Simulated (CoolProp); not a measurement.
Saturation properties of C2F6 (R116) (Tc = 293.0 K, pc = 30.48 bar, ω = 0.257).

Computed with CoolProp (reference Helmholtz-energy equation of state, Lemmon 2006). It is a short technical equation, of lower accuracy than the large ones.

```json
[
 {"T (K)": "226.7", "p (bar)": "4.252", "liquid density (kg/m³)": "1453", "enthalpy of vaporisation (kJ/kg)": "101.4", "liquid cp (kJ/(kg K))": "1.039", "liquid conductivity (mW/(m K))": "63.6"},
 {"T (K)": "233.4", "p (bar)": "5.452", "liquid density (kg/m³)": "1417", "enthalpy of vaporisation (kJ/kg)": "97.41", "liquid cp (kJ/(kg K))": "1.067", "liquid conductivity (mW/(m K))": "60.9"},
 {"T (K)": "240", "p (bar)": "6.865", "liquid density (kg/m³)": "1379", "enthalpy of vaporisation (kJ/kg)": "93.17", "liquid cp (kJ/(kg K))": "1.098", "liquid conductivity (mW/(m K))": "58.3"},
 {"T (K)": "246.6", "p (bar)": "8.534", "liquid density (kg/m³)": "1339", "enthalpy of vaporisation (kJ/kg)": "88.55", "liquid cp (kJ/(kg K))": "1.135", "liquid conductivity (mW/(m K))": "55.7"},
 {"T (K)": "253.2", "p (bar)": "10.49", "liquid density (kg/m³)": "1296", "enthalpy of vaporisation (kJ/kg)": "83.44", "liquid cp (kJ/(kg K))": "1.181", "liquid conductivity (mW/(m K))": "53.0"},
 {"T (K)": "259.8", "p (bar)": "12.75", "liquid density (kg/m³)": "1248", "enthalpy of vaporisation (kJ/kg)": "77.75", "liquid cp (kJ/(kg K))": "1.239", "liquid conductivity (mW/(m K))": "50.2"},
 {"T (K)": "266.4", "p (bar)": "15.37", "liquid density (kg/m³)": "1196", "enthalpy of vaporisation (kJ/kg)": "71.26", "liquid cp (kJ/(kg K))": "1.320", "liquid conductivity (mW/(m K))": "47.4"},
 {"T (K)": "273", "p (bar)": "18.37", "liquid density (kg/m³)": "1135", "enthalpy of vaporisation (kJ/kg)": "63.69", "liquid cp (kJ/(kg K))": "1.443", "liquid conductivity (mW/(m K))": "44.4"},
 {"T (K)": "279.7", "p (bar)": "21.86", "liquid density (kg/m³)": "1062", "enthalpy of vaporisation (kJ/kg)": "54.25", "liquid cp (kJ/(kg K))": "1.677", "liquid conductivity (mW/(m K))": "41.3"},
 {"T (K)": "286.3", "p (bar)": "25.80", "liquid density (kg/m³)": "964.2", "enthalpy of vaporisation (kJ/kg)": "41.62", "liquid cp (kJ/(kg K))": "2.327", "liquid conductivity (mW/(m K))": "38.5"}
]
```

It boils at 195.1 K under 1 atm.

Thermal conductivity comes from a separate model (Huber 2003), an estimate that may be off by 10 % or more.
